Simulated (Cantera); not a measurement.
Cantera with NASA thermochemical tables; ideal gases at 1 bar, condensed phases pure. Values are per mole of reaction as written; species without (g) are pure solids or liquids, kept so even where they would boil at 1 bar.

Q: Between 300 and 2750 K, where is each reaction favourable under standard conditions?
- H₂O₂(g) + Nb ⇌ NbO₂ + 2 H(g)

A: 
- H₂O₂(g) + Nb ⇌ NbO₂ + 2 H(g): ΔG° is -227 kJ at 300 K and -407 kJ at 2750 K; it stays negative (K > 1). ΔH° is -61 kJ and ΔS° 126 J/K at 2750 K.
